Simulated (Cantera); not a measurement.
What does this Cantera script print?

```python
import numpy as np
import cantera as ct

gas_names = """
    H HO2 H2 H2O H2O2 O OH O2 O3 V VO VO2
""".split()
cond_names = """
    H2O(s) H2O(L) V(cr) V(L) VO(s) VO(L) V2O3(s) V2O3(L) V2O4(I) V2O4(II) V2O4(L) V2O5(s) V2O5(L)
""".split()


# ... load() reads the species with a 1 bar reference pressure and builds the phases ...
atoms = {
    'V': {'V': 1},
    'H2O': {'H': 2, 'O': 1},
}
top_T = {}  # K; cautious upper limits of use, not melting points


# ... equilibrate(T, P, feed) seeds the gas with the atoms and calls Mixture.equilibrate('TP', solver="vcs", rtol=1e-11, max_steps=5000) ...
results = []
feed = {'V': 1, 'H2O': 0.46}  # mol
P = 0.93  # Pa
for T in [1223, 1273, 1323, 1373, 1423, 1473, 1523, 1573, 1623, 1673, 1723, 1773]:
    mix = equilibrate(T, P, feed)
    results.append((T, P, feed, dict(zip(mix.species_names, mix.species_moles))))
    x = sorted(zip(gas.X, gas.species_names), reverse=True)
    print(f"T = {T:g} K  P = {P:g} Pa  gas = {mix.phase_moles(0):.4g} mol")
    print("   x: " + "  ".join(f"{s} {v:.3e}" for v, s in x if v > 1e-06))
    print("   condensed (mol): " + ("  ".join(f"{mix.phase(i).name} {mix.phase_moles(i):.4g}"
          for i in range(1, mix.n_phases) if mix.phase_moles(i) > 1e-12) or "none"))
```

Output:

```
T = 1223 K  P = 0.93 Pa  gas = 0.46 mol
   x: H2 9.999e-01  H 9.859e-05
   condensed (mol): V(cr) 0.54  VO(s) 0.46
T = 1273 K  P = 0.93 Pa  gas = 0.4601 mol
   x: H2 9.998e-01  H 2.338e-04  H2O 1.135e-06
   condensed (mol): V(cr) 0.54  VO(s) 0.46
T = 1323 K  P = 0.93 Pa  gas = 0.4601 mol
   x: H2 9.995e-01  H 5.199e-04  H2O 2.090e-06
   condensed (mol): V(cr) 0.54  VO(s) 0.46
T = 1373 K  P = 0.93 Pa  gas = 0.4603 mol
   x: H2 9.989e-01  H 1.091e-03  H2O 3.668e-06
   condensed (mol): V(cr) 0.54  VO(s) 0.46
T = 1423 K  P = 0.93 Pa  gas = 0.4605 mol
   x: H2 9.978e-01  H 2.176e-03  H2O 6.168e-06  V 1.045e-06
   condensed (mol): V(cr) 0.54  VO(s) 0.46
T = 1473 K  P = 0.93 Pa  gas = 0.461 mol
   x: H2 9.958e-01  H 4.140e-03  H2O 9.974e-06  V 4.515e-06  VO 2.615e-06
   condensed (mol): V(cr) 0.54  VO(s) 0.46
T = 1523 K  P = 0.93 Pa  gas = 0.4618 mol
   x: H2 9.924e-01  H 7.550e-03  V 1.771e-05  H2O 1.556e-05  VO 1.088e-05
   condensed (mol): V(cr) 0.54  VO(s) 0.46
T = 1573 K  P = 0.93 Pa  gas = 0.4631 mol
   x: H2 9.866e-01  H 1.324e-02  V 6.357e-05  VO 4.116e-05  H2O 2.350e-05  VO2 1.306e-06
   condensed (mol): V(cr) 0.54  VO(s) 0.46
T = 1623 K  P = 0.93 Pa  gas = 0.4654 mol
   x: H2 9.772e-01  H 2.240e-02  V 2.107e-04  VO 1.429e-04  H2O 3.436e-05  VO2 5.195e-06
   condensed (mol): V(cr) 0.5399  VO(s) 0.4599
T = 1673 K  P = 0.93 Pa  gas = 0.4691 mol
   x: H2 9.622e-01  H 3.663e-02  V 6.491e-04  VO 4.592e-04  H2O 4.871e-05  VO2 1.893e-05
   condensed (mol): V(cr) 0.5397  VO(s) 0.4597
T = 1723 K  P = 0.93 Pa  gas = 0.4753 mol
   x: H2 9.387e-01  H 5.794e-02  V 1.871e-03  VO 1.373e-03  H2O 6.685e-05  VO2 6.369e-05
   condensed (mol): V(cr) 0.5392  VO(s) 0.4593
T = 1773 K  P = 0.93 Pa  gas = 0.486 mol
   x: H2 9.022e-01  H 8.860e-02  V 5.076e-03  VO 3.849e-03  VO2 1.991e-04  H2O 8.851e-05
   condensed (mol): V(cr) 0.5377  VO(s) 0.4579
```

These are equilibrium values from Cantera (NASA tables, ideal gas, pure condensed phases), not measurements of a reactor. Mutual solubility and eutectic melting of coexisting phases are not modelled. VO: taken at fixed stoichiometry. Condensed phases not in the tables: N, O or C dissolved in the metal.
